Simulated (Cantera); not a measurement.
A perfectly stirred reactor is fed with 8.35 % CH₄, 1.75 % H₂, 18.9 % O₂, 71.0 % N₂, at 0.385 atm; it is adiabatic with a 775 K inlet, and is followed from long to short residence time, starting on the burning branch (τ in s: 0.03, 0.01, 0.0034, 0.0012, 0.00039, 0.00013, 4.5e-05, 1.5e-05, 5.1e-06).

Detailed kinetics in Cantera: GRI-Mech 3.0 (53 species, 325 reactions).

Q: Predict: blow-out, bracketed by the residence times tried; x(CH₄) at τ = 30.0 ms; x(H₂) at τ = 30.0 ms; x(O₂) at τ = 30.0 ms; x(CH₂) at τ = 30.0 ms; x(CH₄) at τ = 0.390 ms; x(H₂) at τ = 0.390 ms; x(O₂) at τ = 0.390 ms; x(CH₂CO) at τ = 0.390 ms; x(CH₂) at τ = 0.390 ms.

A: 
```json
{
  "blow_out_bracketed_by_the_residence_times_tried": "burning at 0.130 ms, out at 45.0 µs",
  "x(CH₄) at τ = 30.0 ms": "6.52e-6",
  "x(H₂) at τ = 30.0 ms": "0.00803",
  "x(O₂) at τ = 30.0 ms": "0.0218",
  "x(CH₂) at τ = 30.0 ms": "3.20e-7",
  "x(CH₄) at τ = 0.390 ms": "0.000259",
  "x(H₂) at τ = 0.390 ms": "0.0179",
  "x(O₂) at τ = 0.390 ms": "0.0350",
  "x(CH₂CO) at τ = 0.390 ms": "8.10e-8",
  "x(CH₂) at τ = 0.390 ms": "4.74e-6"
}
```
